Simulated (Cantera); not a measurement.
A Cantera script and its output.

```python
import numpy as np
import cantera as ct

gas = ct.Solution("gri30.yaml")
gas.TPX = 475, 1000000, {'H2': 1, 'O2': 0.769, 'N2': 2.89, 'NO': 0.0081}
inlet = ct.Reservoir(gas, clone=True)
gas.equilibrate("HP")  # start burning
reactor = ct.IdealGasConstPressureReactor(gas, energy="on", clone=False)
exhaust = ct.Reservoir(gas, clone=True)
tau = [0.24, 0.088, 0.032, 0.012, 0.0042, 0.0015, 0.00054, 0.0002, 7.1e-05, 2.6e-05, 9.3e-06][0]
for a, b in ((inlet, reactor), (reactor, exhaust)):
    ct.MassFlowController(a, b, mdot=lambda t: reactor.mass / tau)
net = ct.ReactorNet([reactor])
show = ['H2', 'O2', 'NO', 'H2O', 'N2O']

rows = []
print(f"{'tau/s':>10s}{'T/K':>9s}" + "".join(f"{s:>11s}" for s in show))
for tau in [0.24, 0.088, 0.032, 0.012, 0.0042, 0.0015, 0.00054, 0.0002, 7.1e-05, 2.6e-05, 9.3e-06]:
    net.initial_time = 0.0
    net.advance(30 * tau)
    before = gas.X
    net.advance(40 * tau)
    drift = np.max(np.abs(gas.X - before) / (gas.X + 1e-9))
    rows.append([gas.T, *gas[show].X, drift])
    print(f"{tau:10.3e}{gas.T:9.1f}" + "".join(f"{x:11.3e}" for x in gas[show].X))
```

Output:

```
     tau/s      T/K         H2         O2         NO        H2O        N2O
 2.400e-01   2074.4  1.530e-04  6.344e-02  3.194e-03  2.387e-01  7.977e-07
 8.800e-02   2075.6  1.596e-04  6.374e-02  2.575e-03  2.387e-01  8.098e-07
 3.200e-02   2076.1  1.752e-04  6.392e-02  2.215e-03  2.387e-01  8.375e-07
 1.200e-02   2075.8  2.127e-04  6.398e-02  2.059e-03  2.386e-01  9.027e-07
 4.200e-03   2074.2  3.112e-04  6.399e-02  1.993e-03  2.383e-01  1.067e-06
 1.500e-03   2070.5  5.308e-04  6.396e-02  1.967e-03  2.378e-01  1.385e-06
 5.400e-04   2063.3  9.811e-04  6.391e-02  1.955e-03  2.368e-01  1.809e-06
 2.000e-04   2050.8  1.832e-03  6.392e-02  1.947e-03  2.352e-01  2.081e-06
 7.100e-05   2027.5  3.519e-03  6.412e-02  1.939e-03  2.322e-01  2.013e-06
 2.600e-05   1987.7  6.553e-03  6.482e-02  1.932e-03  2.272e-01  1.708e-06
 9.300e-06   1916.8  1.224e-02  6.674e-02  1.923e-03  2.184e-01  1.339e-06
```

Computed with Cantera and GRI-Mech 3.0 (53 species, 325 reactions). The hydrogen kinetics of GRI-Mech 3.0 are dated; newer H2 mechanisms differ, most at raised pressure. The mechanism lacks 2 NO + O2 → 2 NO2 and HONO, so NO2 and the effect of NO are under-described below about 1400 K.
